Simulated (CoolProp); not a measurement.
Vapour-liquid equilibrium of m-xylene (1) + o-xylene (2) at 549.9 K; x and y are mole fractions of (1).

Values from CoolProp's multi-fluid Helmholtz-energy mixture model, Zhou 2012 and Zhou 2012; pair parameters Bell 2016.

```csv
x,bubble pressure (MPa),y at the bubble point,dew pressure at overall composition x (MPa),liquid density (mol/L)
0.05,[?],0.053,1.331,5.737
0.2,1.353,0.212,[?],[?]
0.35,1.376,0.367,[?],5.656
0.5,1.399,[?],1.396,5.615
0.65,[?],0.667,1.420,5.574
0.8,1.446,0.811,1.444,[?]
0.95,1.468,0.953,1.468,5.494
```

**Question.** Fill in the missing entries.

**Answer.** 
- 0.05, bubble pressure (MPa): 1.332
- 0.2, dew pressure at overall composition x (MPa): 1.351
- 0.2, liquid density (mol/L): 5.697
- 0.35, dew pressure at overall composition x (MPa): 1.373
- 0.5, y at the bubble point: 0.519
- 0.65, bubble pressure (MPa): 1.423
- 0.8, liquid density (mol/L): 5.533

No azeotrope shows between x = 0.05 and 0.95.

Pair parameters are fitted to limited data, so mixtures are less certain than the pure fluids.
